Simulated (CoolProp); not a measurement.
Vapour pressure (bar) of sulfur hexafluoride: the reference equation beside estimates from Tc = 45.6 °C, pc = 37.55 bar, ω = 0.210.

Values from CoolProp's reference Helmholtz-energy equation of state, Guder 2009.

```
T (°C)   reference  Lee-Kesler  van der Waals  Redlich-Kwong  Soave-Redlich-Kwong  Peng-Robinson
------  ----------  ----------  -------------  -------------  -------------------  -------------
-34.55       4.182       4.261          10.51          5.646           (withheld)          4.227
-29.45  (withheld)       5.110          11.64          6.634                5.120          5.068
-24.25       5.996       6.097          12.86          7.759                6.118     (withheld)
-19.05       7.108       7.218          14.17          9.010                7.254          7.167
-13.85       8.365  (withheld)          15.55          10.39                8.538          8.432
-8.75        9.752       9.874          16.99     (withheld)                9.954     (withheld)
-3.55        11.33       11.46          18.54          13.55                11.57          11.42
1.65         13.10       13.22          20.17          15.37                13.36          13.20
6.75         15.02  (withheld)          21.86          17.31                15.32     (withheld)
11.95        17.18       17.29          23.67          19.44                17.51          17.32
17.15        19.57       19.67          25.56          21.74                19.93          19.73
22.35        22.20       22.29          27.55          24.22                22.57          22.38
```

Problem. Fill in the missing entries.

Solution. 
- -34.55, Soave-Redlich-Kwong: 4.265
- -29.45, reference: 5.019
- -24.25, Peng-Robinson: 6.049
- -13.85, Lee-Kesler: 8.483
- -8.75, Redlich-Kwong: 11.89
- -8.75, Peng-Robinson: 9.829
- 6.75, Lee-Kesler: 15.13
- 6.75, Peng-Robinson: 15.14

Absolute difference from the reference over all 12 rows, mean and median: Lee-Kesler 1.2 and 1.2 %, van der Waals 76.1 and 68.9 %, Redlich-Kwong 21.2 and 20.8 %, Soave-Redlich-Kwong 2.0 and 2.0 %, Peng-Robinson 0.8 and 0.8 %.
